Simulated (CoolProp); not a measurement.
Vapour-liquid equilibrium of n-butane (1) + R113 (2) at -19.15 °C; x and y are mole fractions of (1).

Values from CoolProp's multi-fluid Helmholtz-energy mixture model, Bücker 2006 and Marx 1992; pair parameters Bell 2016.

```json
[
 {"x": "0.05", "bubble pressure (MPa)": "0.008528", "y at the bubble point": "0.389", "dew pressure at overall composition x (MPa)": "0.005727", "liquid density (mol/L)": "8.963"},
 {"x": "0.2", "bubble pressure (MPa)": "0.01665", "y at the bubble point": "0.731", "dew pressure at overall composition x (MPa)": "0.006700", "liquid density (mol/L)": "9.189"},
 {"x": "0.35", "bubble pressure (MPa)": "0.02344", "y at the bubble point": "0.839", "dew pressure at overall composition x (MPa)": "0.008070", "liquid density (mol/L)": "9.428"},
 {"x": "0.5", "bubble pressure (MPa)": "0.02927", "y at the bubble point": "0.895", "dew pressure at overall composition x (MPa)": "0.01014", "liquid density (mol/L)": "9.683"},
 {"x": "0.65", "bubble pressure (MPa)": "0.03455", "y at the bubble point": "0.932", "dew pressure at overall composition x (MPa)": "0.01360", "liquid density (mol/L)": "9.956"},
 {"x": "0.8", "bubble pressure (MPa)": "0.03969", "y at the bubble point": "0.962", "dew pressure at overall composition x (MPa)": "0.02046", "liquid density (mol/L)": "10.25"},
 {"x": "0.95", "bubble pressure (MPa)": "0.04506", "y at the bubble point": "0.990", "dew pressure at overall composition x (MPa)": "0.03750", "liquid density (mol/L)": "10.57"}
]
```

No azeotrope shows between x = 0.05 and 0.95.

Pair parameters are fitted to limited data, so mixtures are less certain than the pure fluids.
